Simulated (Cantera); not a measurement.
Charge: 1 mol Si, 1.4 mol Cl2, 4.3 mol H2, equilibrated at 1375 K and 1.40 bar.

Equilibrium computed with Cantera from the NASA thermochemical tables; the gas is ideal and each condensed phase is pure. Candidate condensed phases: Si; 19 gas species. The tables' values for SiCl3 are old estimates; treat these amounts as uncertain. The numbers say what is thermodynamically allowed, not how fast it happens.

Base state: H2 0.772, HCl 0.0853, SiCl4 0.0596, SiHCl3 0.0344, SiCl2 0.0272, SiCl3 0.0188, SiH2Cl2 0.00294, SiH3Cl 7.19e-5 (mole fractions); condensed: Si(s).

Task: What changes in the equilibrium state with this change: H2 from 4.3 to 18 mol?

Result: 
```tsv
species	before	after
H2	0.772	0.912
HCl	0.0853	0.0560
SiCl2	0.0272	0.00991
SiCl4	0.0596	0.00791
SiCl3	0.0188	0.00413
SiHCl3	0.0344	0.00823
SiH2Cl2	0.00294	0.00127
SiH3Cl	7.19e-5	5.58e-5
Si(s), mol	0.264	0.401
```
